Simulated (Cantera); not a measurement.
A Cantera script and what it prints.

```python
import numpy as np
import cantera as ct

gas_names = """
    OH H2O
""".split()
cond_names = """
    V2O3(s) V2O3(L) V2O5(s) V2O5(L)
""".split()


# ... load() reads the species with a 1 bar reference pressure and builds the phases ...
species = {s.name: s for s in load("nasa_gas.yaml", gas_names) + load("nasa_condensed.yaml", cond_names)}
# Each term lists the table entries of one substance; the one whose range holds T is used.
reactions = {
    '4 OH(g) + V2O3 = 2 H2O(g) + V2O5':
        [(-4, ['OH']), (-1, ['V2O3(s)', 'V2O3(L)']), (2, ['H2O']), (1, ['V2O5(s)', 'V2O5(L)'])],
}


def pick(names, T):
    return next(species[n] for n in names if species[n].thermo.min_temp <= T <= species[n].thermo.max_temp)


results = []
for label, terms in reactions.items():
    print(label)
    print("     T/K   dH/kJ  dS/(J/K)   dG/kJ   log10 K")
    for T in [2048, 2148, 2248, 2348, 2448, 2548]:
        used = [(nu, pick(names, T)) for nu, names in terms]
        dH = sum(nu * s.thermo.h(T) for nu, s in used) / 1e6
        dS = sum(nu * s.thermo.s(T) for nu, s in used) / 1e3
        dG = dH - T * dS / 1e3
        logK = -dG * 1e6 / (ct.gas_constant * T * np.log(10))
        results.append((label, T, dH, dS, dG, logK, [s.name for _, s in used]))
        print(f"{T:8g} {dH:8.1f} {dS:8.1f} {dG:8.1f} {logK:8.2f}")
```

Output:

```
4 OH(g) + V2O3 = 2 H2O(g) + V2O5
     T/K   dH/kJ  dS/(J/K)   dG/kJ   log10 K
    2048   -912.0   -265.1   -369.1     9.41
    2148   -913.7   -265.9   -342.6     8.33
    2248   -915.7   -266.8   -315.9     7.34
    2348  -1035.1   -317.8   -288.8     6.42
    2448  -1035.1   -317.9   -257.0     5.48
    2548  -1035.2   -317.9   -225.2     4.62
```

Cantera with NASA thermochemical tables; ideal gases at 1 bar, condensed phases pure. Condensed species are held in their standard states even where they would react or evaporate.
